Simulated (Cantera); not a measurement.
Feed: 1 mol Cu₂O, 41 mol H₂, 84 mol N₂, equilibrated at 1998 K and 1.33 mbar.

These are equilibrium values from Cantera (NASA tables, ideal gas, pure condensed phases), not measurements of a reactor. Candidate condensed phases: Cu, CuO, Cu(OH)₂, Cu₂O, H₂O; 27 gas species. Kinetics and transport are ignored.

Q: What is the equilibrium state?

A: 
- x(N₂): 0.653
- x(H₂): 0.299
- x(H): 0.0240
- x(Cu): 0.0156
- x(H₂O): 0.00771
- x(OH): 6.16e-5
- x(O): 3.62e-6
- x(NO): 3.04e-6
- gas amount: 128.5 mol
- log10 activity of Cu(l) (absent): -2.31
